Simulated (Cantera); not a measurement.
What does this Cantera script print?

```python
import numpy as np
import cantera as ct

gas_names = """
    CL CLO CL2 H HCL HOCL HO2 H2 H2O H2O2 O OH O2 O3 Si SiCL SiCL2 SiCL3 SiCL4 SiH SiHCL3 SiH2 SiH2CL2
    SiH3 SiH3CL SiH4 SiO SiO2 Si2 Si3
""".split()
cond_names = """
    H2O(s) H2O(L) Si(cr) Si(L) SiO2(Lqz) SiO2(hqz) SiO2(L)
""".split()


# ... load() reads the species with a 1 bar reference pressure and builds the phases ...
atoms = {
    'SiH2Cl2': {'Si': 1, 'H': 2, 'CL': 2},
    'O2': {'O': 2},
    'H2': {'H': 2},
}
top_T = {}  # K; cautious upper limits of use, not melting points


# ... equilibrate(T, P, feed) seeds the gas with the atoms and calls Mixture.equilibrate('TP', solver="vcs", rtol=1e-11, max_steps=5000) ...
results = []
feed = {'SiH2Cl2': 1, 'O2': 0.64, 'H2': 0.8}  # mol
P = 16  # Pa
for T in [775, 875, 975, 1075, 1175, 1275, 1375, 1475, 1575, 1675, 1775, 1875, 1975, 2075]:
    mix = equilibrate(T, P, feed)
    results.append((T, P, feed, dict(zip(mix.species_names, mix.species_moles))))

top = {s: max(r[3][s] / sum(r[3][g] for g in gas_names) for r in results) for s in gas_names}
cols = sorted((s for s in top if top[s] > 1e-06), key=lambda s: -top[s])[:6]
seen = [c for c in cond_names if any(r[3].get(c, 0) > 1e-12 for r in results)]
print("log10 of partial pressures in bar; condensed amounts in mol")
print(f"{'T/K':>10s}" + "".join(f"{s[:9]:>10s}" for s in cols + seen))
for T, P, feed, n in results:
    ng = sum(n[g] for g in gas_names)
    print(f"{T:10.4g}" + "".join(f"{np.log10(max(n[s] / ng * P / 1e5, 1e-99)):10.3f}" for s in cols)
          + "".join(f"{n.get(c, 0):10.4g}" for c in seen))
```

Output:

```
log10 of partial pressures in bar; condensed amounts in mol
       T/K        H2       HCL       SiO     SiCL4        CL     SiCL2 SiO2(Lqz) SiO2(hqz)   SiO2(L)
       775    -4.002    -4.435   -17.507    -4.628   -14.414   -10.758      0.64         0         0
       875    -4.002    -4.433   -13.722    -4.630   -12.736    -8.442         0      0.64         0
       975    -4.006    -4.422   -10.757    -4.647   -11.387    -6.648         0      0.64         0
      1075    -4.036    -4.347    -8.567    -4.766   -10.206    -5.461         0      0.64         0
      1175    -4.106    -4.222    -7.070    -5.152    -9.139    -4.940         0    0.6393         0
      1275    -4.163    -4.155    -5.912    -5.830    -8.277    -4.779         0    0.6294         0
      1375    -4.232    -4.113    -5.031    -6.636    -7.544    -4.862         0    0.5539         0
      1475    -4.375    -4.060    -4.577    -7.704    -6.851    -5.426         0    0.3621         0
      1575    -4.435    -4.046    -4.491    -9.508    -6.309    -6.664         0    0.2846         0
      1675    -4.441    -4.051    -4.486   -11.399    -5.874    -7.975         0    0.2764         0
      1775    -4.458    -4.068    -4.477   -13.072    -5.492    -9.125         0         0    0.2483
      1875    -4.545    -4.115    -4.430   -14.462    -5.146   -10.058         0         0    0.1146
      1975    -4.617    -4.186    -4.405   -15.420    -4.868   -10.543         0         0         0
      2075    -4.615    -4.272    -4.428   -16.264    -4.670   -10.850         0         0         0
```

These are equilibrium values from Cantera (NASA tables, ideal gas, pure condensed phases), not measurements of a reactor. The tables' values for SiCl3, SiO2 are old estimates; treat these amounts as uncertain. The tables hold silica as quartz up to 1696 K and as liquid above; real silica turns to tridymite and cristobalite and melts near 1996 K.
